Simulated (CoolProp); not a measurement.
Properties of hexamethyldisiloxane (MM) at several states (Tc = 518.7 K, pc = 1.931 MPa, ω = 0.418).

The numbers come from the reference Helmholtz-energy equation of state, Thol 2016 in CoolProp.

| T (K) | p (MPa) | phase | cv (kJ/(kg K)) | Joule-Thomson coefficient (K/MPa) |
|---|---|---|---|---|
| 581 | 0.47 | gas | (withheld) | 6.719 |
| 580.7 | 10.5 | supercritical | 2.187 | (withheld) |
| 432.1 | 0.787 | liquid | (withheld) | (withheld) |
| 596.3 | 0.106 | gas | (withheld) | 5.884 |
| 466.1 | 5.58 | liquid | (withheld) | (withheld) |

Task: Some entries are withheld; supply them.

Result: 
- 581, cv (kJ/(kg K)): 2.146
- 580.7, Joule-Thomson coefficient (K/MPa): 0.4036
- 432.1, cv (kJ/(kg K)): 1.880
- 432.1, Joule-Thomson coefficient (K/MPa): 0.08395
- 596.3, cv (kJ/(kg K)): 2.171
- 466.1, cv (kJ/(kg K)): 1.953
- 466.1, Joule-Thomson coefficient (K/MPa): 0.05528
